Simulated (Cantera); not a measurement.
Charge: 1 mol SiCl4, 4.2 mol HCl, 45 mol H2, held at 1.70 bar.

Equilibrium computed with Cantera from the NASA thermochemical tables; the gas is ideal and each condensed phase is pure. Candidate condensed phases: Si; 19 gas species. The tables' values for SiCl3 are old estimates; treat these amounts as uncertain. Rates play no part. All values below are at 1175 K.

Base state: H2 0.892, HCl 0.0881, SiCl4 0.0156, SiHCl3 0.00373, SiCl3 0.000356, SiH2Cl2 0.000114, SiCl2 7.92e-5 (mole fractions); condensed: gas only.

Question: What changes in the equilibrium state with this change: HCl from 4.2 to 0.44 mol?

Answer: 
```
species    before     after
-------  --------  --------
H2          0.892     0.955
HCl        0.0881    0.0234
SiCl4      0.0156   0.00955
SiH3Cl    9.49e-7   3.81e-5
SiH2Cl2  0.000114   0.00114
SiCl2     7.92e-5  0.000736
SiHCl3    0.00373   0.00920
```
